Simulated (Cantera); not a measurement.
An isothermal, constant-pressure homogeneous reactor starts with CH4 : CO2 : H2 = 1 : 1.8 : 0.038 (molar parts), at 1350 K and 101000 Pa.

Cantera simulation using GRI-Mech 3.0 (53 species, 325 reactions); the numbers are that mechanism's predictions, not measurements.

Predict: x(CH4) at 2.00 s; x(CO2) at 2.00 s; x(H2) at 2.00 s; x(CH3) at 2.00 s; x(CH2O) at 2.00 s.


- x(CH4) at 2.00 s = 0.316 (gas-phase equilibrium 6.41e-6)
- x(CO2) at 2.00 s = 0.607 (gas-phase equilibrium 0.0727)
- x(H2) at 2.00 s = 0.0393 (gas-phase equilibrium 0.329)
- x(CH3) at 2.00 s = 2.34e-5 (gas-phase equilibrium 5.28e-10)
- x(CH2O) at 2.00 s = 6.45e-7 (gas-phase equilibrium 7.75e-8)
